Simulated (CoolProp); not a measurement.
Vapour-liquid equilibrium of carbonyl sulfide (1) + propane (2) at 1.92 MPa; x and y are mole fractions of (1).

Computed with CoolProp (multi-fluid Helmholtz-energy mixture model, Lemmon 2006 and Lemmon 2009; pair parameters Bell 2016).

| x | bubble temperature (°C) | y at the bubble point | dew temperature at overall composition x (°C) | liquid density (mol/L) |
|---|---|---|---|---|
| 0.05 | 54.4 | 0.062 | 54.5 | 10.14 |
| 0.15 | 52.7 | 0.179 | 53.1 | 10.57 |
| 0.25 | 51.2 | 0.288 | 51.7 | 11.03 |
| 0.35 | 49.9 | 0.393 | 50.4 | (withheld) |
| 0.45 | 48.6 | 0.494 | 49.2 | 12.03 |
| 0.55 | 47.5 | 0.593 | 48.0 | 12.58 |
| 0.65 | 46.3 | 0.689 | 46.8 | 13.17 |
| 0.75 | 45.2 | 0.783 | 45.6 | 13.80 |
| 0.85 | (withheld) | 0.873 | 44.3 | (withheld) |
| 0.95 | 42.9 | 0.959 | 43.0 | 15.21 |

Q: Fill in the missing entries.

A: 
- 0.35, liquid density (mol/L): 11.51
- 0.85, bubble temperature (°C): 44.0
- 0.85, liquid density (mol/L): 14.48

No azeotrope shows between x = 0.05 and 0.95.

The pair parameters rest on a limited set of measurements; away from them the model extrapolates.
